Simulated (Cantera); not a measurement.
Input: 1 mol Fe3O4, 0.89 mol C, 17 mol H2, equilibrated at 50.0 Pa.

Equilibrium computed with Cantera from the NASA thermochemical tables; the gas is ideal and each condensed phase is pure. Candidate condensed phases: C, C6H6, C7H8, C8H18, Fe, Fe(CO)5, FeO, Fe(OH)2, Fe(OH)3, Fe2O3, Fe3O4, H2O; 114 gas species. Rates play no part.

Task: Which condensed phases are stable at each of these points (T (°C)): 1025, 1075, 1125, 1175, 1225, 1275, 1325, 1375, 1425, 1475, 1525?

Result: 
```
T (°C)  condensed phases  Fe condensed (%)
------  ----------------  ----------------
1025               Fe(γ)             100.0
1075               Fe(γ)             100.0
1125               Fe(γ)             100.0
1175               Fe(γ)              99.9
1225               Fe(γ)              99.8
1275               Fe(γ)              99.5
1325               Fe(γ)              98.7
1375               Fe(γ)              96.9
1425               Fe(δ)              92.6
1475               Fe(δ)              83.3
1525               Fe(δ)              63.4
```

From 1025 °C to 1375 °C the condensed part is Fe(γ). From 1425 °C to 1525 °C the condensed part is Fe(δ).
